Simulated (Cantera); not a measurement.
Input: 1 mol Si, 2.9 mol NF3, equilibrated at 725 K.

Equilibrium computed with Cantera from the NASA thermochemical tables; the gas is ideal and each condensed phase is pure. Candidate condensed phases: Si, Si3N4; 16 gas species. Kinetics and transport are ignored.

**Question.** At 3.20 mbar, list the 4 most abundant gas species with their mole fractions, and the condensed phases.

**Answer.** F2 0.402, N2 0.285, SiF4 0.220, NF3 0.0675. Condensed: gas only.
